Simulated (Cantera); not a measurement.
A diamond (100) surface in a fixed gas of H2 with x(CH4) = 0.018, x(CH3) = 1.4e-05, at 1125 K, 0.110 bar; coverages are run to steady state.

Computed with Cantera and the Harris–Goodwin 1993 mechanism for the reconstructed diamond (100) surface.

θ: site fractions in the mechanism's names (c6HH fully hydrogenated, c6H* and c6*H radical sites, c6** diradical, c6HM methylated).

```tsv
x(H)	growth (µm/h)	θ c6HH	θ c6H*	θ c6*H	θ c6**	θ c6HM
0.0001	0.0668	0.601	0.0244	0.366	0.00566	[?]
0.0002	0.142	0.553	0.0272	0.407	0.00948	0.00211
0.0004	0.272	0.524	0.0288	0.430	0.0134	0.00215
0.0008	0.463	0.508	0.0296	0.443	0.0166	[?]
0.0016	0.696	0.499	0.0301	0.450	0.0188	[?]
0.0032	0.920	0.495	0.0303	0.453	0.0200	[?]
0.0064	1.09	0.493	0.0305	0.455	0.0208	[?]
0.013	1.21	0.492	0.0308	0.456	0.0212	[?]
0.026	1.28	0.491	0.0311	0.456	0.0214	[?]
```

Task: Fill in the missing entries.

Result: 
- 0.0001, θ c6HM: 0.00186
- 0.0008, θ c6HM: 0.00192
- 0.0016, θ c6HM: 0.00148
- 0.0032, θ c6HM: 0.000997
- 0.0064, θ c6HM: 0.000598
- 0.013, θ c6HM: 0.000327
- 0.026, θ c6HM: 0.000173
